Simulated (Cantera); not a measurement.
A perfectly stirred reactor is fed with 16.4 % C2H4, 83.6 % H2, at 90.0 Torr; it is held at 1675 K, and followed from long to short residence time.

Cantera simulation using GRI-Mech 3.0 (53 species, 325 reactions); the numbers are that mechanism's predictions, not measurements. GRI-Mech 3.0 was tuned for natural gas; its chemistry of ethylene as a main component is partial and can be far from experiment. GRI-Mech 3.0 stops at C3 and has no aromatics, soot or wall deposition, so with more carbon than oxygen in the feed, carbon stays in small species such as C2H2 where larger ones or solid carbon would form.

x: mole fraction; the columns are a selection and need not sum to one.

```csv
τ (s),x C2H4,x H2,x H,x CH2,x C2H6,x C2H,x CH4
0.47,0.00153,0.858,0.000261,2.86e-9,1.78e-7,2.09e-7,0.00132
0.18,0.00309,0.858,0.000197,1.35e-9,3.10e-7,1.57e-7,0.000739
0.068,___,0.857,___,___,___,___,___
0.026,0.0270,0.855,7.89e-5,1.99e-9,1.52e-6,5.36e-8,0.000338
0.0099,0.0630,0.850,5.61e-5,3.24e-9,2.67e-6,2.83e-8,0.000210
0.0038,0.107,0.844,4.30e-5,4.21e-9,3.47e-6,1.23e-8,0.000100
0.0014,0.141,0.839,2.93e-5,3.78e-9,2.92e-6,3.45e-9,2.99e-5
0.00054,___,0.837,___,___,___,5.82e-10,___
```

Fill in the missing entries.


- 0.068, x C2H4: 0.00905
- 0.068, x H: 0.000125
- 0.068, x CH2: 1.23e-9
- 0.068, x C2H6: 7.00e-7
- 0.068, x C2H: 9.56e-8
- 0.068, x CH4: 0.000483
- 0.00054, x C2H4: 0.156
- 0.00054, x H: 1.45e-5
- 0.00054, x CH2: 2.07e-9
- 0.00054, x C2H6: 1.34e-6
- 0.00054, x CH4: 5.08e-6
